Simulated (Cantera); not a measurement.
Feed: 1 mol (CH3)2SiCl2, 0.014 mol CH4, 27 mol H2, at 0.470 bar.

These are equilibrium values from Cantera (NASA tables, ideal gas, pure condensed phases), not measurements of a reactor. Candidate condensed phases: C, C6H6, C7H8, C8H18, Si, SiC; 109 gas species. The feed counts by its element totals alone. The tables' values for SiCl3 are old estimates; treat these amounts as uncertain. Equilibrium is a limit: real reactors are often held back by kinetics, nucleation or transport. All values below are at 1423 K.

Base state: H2 0.934, HCl 0.0643, CH4 0.00156, SiCl2 7.08e-5, SiCl3 1.36e-5, SiHCl3 1.16e-5, SiCl4 1.03e-5 (mole fractions); condensed: C(graphite) + SiC(s).

Q: What changes in the equilibrium state with this change: (CH3)2SiCl2 replaced by SiCl4?

A: 
```tsv
species	before	after
H2	0.934	0.901
HCl	0.0643	0.0713
SiCl2	7.08e-5	0.0170
SiCl4	1.03e-5	0.00314
SiCl3	1.36e-5	0.00367
SiHCl3	1.16e-5	0.00309
SiH2Cl2	2.00e-6	0.000462
C(graphite), mol	0.969	0
SiC(s), mol	0.997	0.0138
Si(s), mol	0	0.199
```
Mutual solubility and eutectic melting of coexisting phases are not modelled.
